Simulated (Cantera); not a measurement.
What does this Cantera script print?

```python
import numpy as np
import cantera as ct

gas_names = """
    B BH BH2 BH3 BN B2 H H2 N NH NH2 NH3 N2 N2H2 N2H4
""".split()
cond_names = """
    B(b) B(L) BN(s)
""".split()


def load(file, names, dense=False):
    # The tables refer to 1 bar. Condensed volumes are neglected.
    table = {s.name: s for s in ct.Species.list_from_file(file)}
    out = []
    for n in names:
        d = dict(table[n].input_data)
        d["thermo"] = dict(d["thermo"], **{"reference-pressure": 1e5})
        if dense:
            d["equation-of-state"] = {"model": "constant-volume", "density": "1e6 g/cm^3"}
        out.append(ct.Species.from_dict(d))
    return out


gas = ct.Solution(thermo="ideal-gas", species=load("nasa_gas.yaml", gas_names))
cond = {s.name: ct.Solution(thermo="fixed-stoichiometry", species=[s], name=s.name)
        for s in load("nasa_condensed.yaml", cond_names, dense=True)}
atoms = {
    'BN': {'B': 1, 'N': 1},
    'H2': {'H': 2},
}
top_T = {'BN(s)': 3200}  # K; cautious upper limits of use, not melting points


def equilibrate(T, P, feed):
    n = {}
    for name, mol in feed.items():
        for a, k in atoms[name].items():
            n[a] = n.get(a, 0.0) + k * mol
    gas.TPX = T, P, n
    mass = sum(n.values()) * gas.mean_molecular_weight
    gas.equilibrate("TP")
    valid = [c for c in cond.values() if c.min_temp <= T <= top_T.get(c.name, c.max_temp)]
    mix = ct.Mixture([(gas, mass / gas.mean_molecular_weight)] + [(c, 0.0) for c in valid])
    mix.T, mix.P = T, P
    mix.equilibrate("TP", solver="vcs", rtol=1e-11, max_steps=5000)
    return mix


results = []
feed = {'BN': 1, 'H2': 2.2}  # mol
P = 10000  # Pa
for T in [798, 898, 998, 1098, 1198, 1298, 1398, 1498, 1598, 1698, 1798, 1898, 1998, 2098]:
    mix = equilibrate(T, P, feed)
    results.append((T, P, feed, dict(zip(mix.species_names, mix.species_moles))))

top = {s: max(r[3][s] / sum(r[3][g] for g in gas_names) for r in results) for s in gas_names}
cols = sorted((s for s in top if top[s] > 0.001), key=lambda s: -top[s])[:9]
seen = [c for c in cond_names if any(r[3].get(c, 0) > 1e-12 for r in results)]
print("log10 of partial pressures in bar; condensed amounts in mol")
print(f"{'T/K':>10s}" + "".join(f"{s[:9]:>10s}" for s in cols + seen))
for T, P, feed, n in results:
    ng = sum(n[g] for g in gas_names)
    print(f"{T:10.4g}" + "".join(f"{np.log10(max(n[s] / ng * P / 1e5, 1e-99)):10.3f}" for s in cols)
          + "".join(f"{n.get(c, 0):10.4g}" for c in seen))
```

Output:

```
log10 of partial pressures in bar; condensed amounts in mol
       T/K        H2         H        N2      B(b)     BN(s)
       798    -1.000   -12.074   -17.379         0         1
       898    -1.000   -10.461   -14.451         0         1
       998    -1.000    -9.167   -12.124         0         1
      1098    -1.000    -8.107   -10.451         0         1
      1198    -1.000    -7.221    -9.323         0         1
      1298    -1.000    -6.470    -8.416         0         1
      1398    -1.000    -5.825    -7.623         0         1
      1498    -1.000    -5.265    -6.921         0         1
      1598    -1.000    -4.774    -6.296         0         1
      1698    -1.000    -4.340    -5.740         0    0.9999
      1798    -1.001    -3.954    -5.244         0    0.9997
      1898    -1.001    -3.608    -4.626 0.0004681     0.999
      1998    -1.003    -3.296    -3.942  0.004001     0.995
      2098    -1.007    -3.015    -3.324   0.01927    0.9789
```

These are equilibrium values from Cantera (NASA tables, ideal gas, pure condensed phases), not measurements of a reactor. Mutual solubility and eutectic melting of coexisting phases are not modelled. The tables' values for BH2 are old estimates; treat these amounts as uncertain. Gases not in the tables: B2H6 and higher boranes.
